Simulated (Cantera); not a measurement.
Nitride etching: AlN + H2O

Charge: 1 mol AlN, a varied amount of H2O, at 975 °C and 0.368 Torr.

These are equilibrium values from Cantera (NASA tables, ideal gas, pure condensed phases), not measurements of a reactor. Candidate condensed phases: Al, AlN, Al2O3, H2O; 35 gas species. Mutual solubility and eutectic melting of coexisting phases are not modelled. Kinetics and transport are ignored.

```tsv
n(H2O) (mol)	x H2O	x H2	x N2	x H	x OH	n AlN(s)	n Al2O3(s)
0.71	2.00e-7	0.750	0.250	1.83e-5	<1e-12	0.527	0.237
1.8	0.130	0.652	0.217	1.70e-5	3.48e-8	0	0.500
2.9	0.412	0.441	0.147	1.40e-5	1.34e-7	0	0.500
4	0.556	0.333	0.111	1.22e-5	2.07e-7	0	0.500
5.1	0.643	0.268	0.0893	1.09e-5	2.68e-7	0	0.500
6.3	0.706	0.221	0.0735	9.91e-6	3.24e-7	0	0.500
7.4	0.747	0.190	0.0633	9.19e-6	3.69e-7	0	0.500
8.5	0.778	0.167	0.0556	8.61e-6	4.11e-7	0	0.500
9.6	0.802	0.149	0.0495	8.13e-6	4.48e-7	0	0.500
```
x: gas mole fraction; n: condensed amount in mol.

At 0.71 mol H2O the condensed part is AlN(s) + Al2O3(s). From 1.8 mol H2O to 9.6 mol H2O the condensed part is Al2O3(s).
